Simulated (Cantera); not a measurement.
An isothermal, constant-pressure homogeneous reactor starts with CH4 : H2O = 1 : 0.73 (molar parts), at 2150 K and 17.0 bar.

Model: GRI-Mech 3.0 (53 species, 325 reactions), integrated in Cantera. GRI-Mech 3.0 stops at C3 and has no aromatics, soot or wall deposition, so with more carbon than oxygen in the feed, carbon stays in small species such as C2H2 where larger ones or solid carbon would form. The pressure lies above the range GRI-Mech 3.0 was tuned for (to about 10 atm).

x: mole fraction; the columns are a selection and need not sum to one.

```csv
t (s),x CH4,x H2O,x C2H6,x O,x HO2
2.00e-6,0.387,0.383,0.00612,7.57e-8,1.33e-10
1.20e-5,0.164,0.305,0.000743,2.75e-8,6.30e-11
7.19e-5,0.0522,0.246,7.08e-5,1.77e-8,3.79e-11
0.000431,(withheld),(withheld),(withheld),(withheld),1.31e-11
0.00258,0.0180,0.0455,8.32e-6,4.15e-9,<1e-12
0.0155,0.0130,0.00159,4.46e-6,1.61e-10,<1e-12
0.0928,0.0128,3.73e-5,4.34e-6,4.88e-12,<1e-12
0.557,0.0128,3.73e-5,4.34e-6,4.88e-12,<1e-12
3.34,0.0128,3.73e-5,4.34e-6,4.88e-12,<1e-12
20.0,0.0128,3.73e-5,4.34e-6,4.88e-12,<1e-12
```

Question: Complete the blanks.

Answer: 
- 0.000431, x CH4: 0.0282
- 0.000431, x H2O: 0.156
- 0.000431, x C2H6: 2.07e-5
- 0.000431, x O: 1.20e-8
